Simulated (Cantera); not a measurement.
Formation from one mole of N₂

Source: NASA polynomial tables (part measured, part estimated), evaluated in Cantera. Values are per mole of reaction as written; species without (g) are pure solids or liquids, kept so even where they would boil at 1 bar.

3 H₂(g) + N₂(g) = 2 NH₃(g)

| T (K) | ΔH° (kJ) | ΔS° (J/K) | ΔG° (kJ) | log10 K |
|---|---|---|---|---|
| 423 | -97.1 | -212.8 | -7.1 | 0.88 |
| 573 | -102.2 | -223.1 | 25.7 | -2.34 |
| 723 | -105.9 | -228.9 | 59.6 | -4.31 |
| 873 | -108.6 | -232.3 | 94.2 | -5.64 |
| 1023 | -110.5 | -234.4 | 129.3 | -6.60 |
| 1173 | -111.7 | -235.5 | 164.5 | -7.33 |
| 1323 | -112.5 | -236.1 | 199.9 | -7.89 |
| 1473 | -112.8 | -236.3 | 235.3 | -8.34 |
| 1623 | -112.7 | -236.2 | 270.8 | -8.71 |

4 Cr + N₂(g) = 2 Cr₂N

```tsv
T (K)	ΔH° (kJ)	ΔS° (J/K)	ΔG° (kJ)	log10 K
423	-249.4	-151.6	-185.3	22.88
573	-246.7	-146.3	-162.9	14.85
723	-243.9	-141.9	-141.3	10.21
873	-240.9	-138.0	-120.3	7.20
1023	-237.7	-134.7	-99.9	5.10
1173	-234.8	-132.0	-79.9	3.56
1323	-232.3	-130.0	-60.3	2.38
1473	-230.5	-128.7	-40.9	1.45
1623	-229.3	-128.0	-21.6	0.70
```
